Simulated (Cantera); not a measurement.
**SiH₄ + HCl + N₂ (silicon epitaxy and polysilicon growth)**

A closed system holds: 1 mol SiH₄, 4.1 mol HCl, 21 mol N₂, equilibrated at 1348.15 K and 1.00 bar.

Method: chemical equilibrium by Gibbs-energy minimisation in Cantera with the NASA 1993 tables (ideal gas, pure condensed phases). Candidate condensed phases: NH₄Cl, Si, Si₃N₄; 28 gas species. N₂ is the only nitrogen source here; it is nearly inert below about 1500 K, so the nitride shown seldom forms there in practice. The tables' values for SiCl₃ are old estimates; treat these amounts as uncertain. Equilibrium is a limit: real reactors are often held back by kinetics, nucleation or transport.

```json
{
 "x(N₂)": "0.774",
 "x(HCl)": "0.132",
 "x(H₂)": "0.0871",
 "x(SiCl₄)": "0.00530",
 "x(SiCl₃)": "0.000317",
 "x(SiHCl₃)": "0.000198",
 "x(SiCl₂)": "9.51e-5",
 "x(NH₃)": "2.33e-6",
 "x(SiH₂Cl₂)": "1.08e-6",
 "n(Si₃N₄(s))": "0.281 mol",
 "gas_amount": "26.39 mol",
 "log10 activity of Si(s) (absent)": "-3.77"
}
```
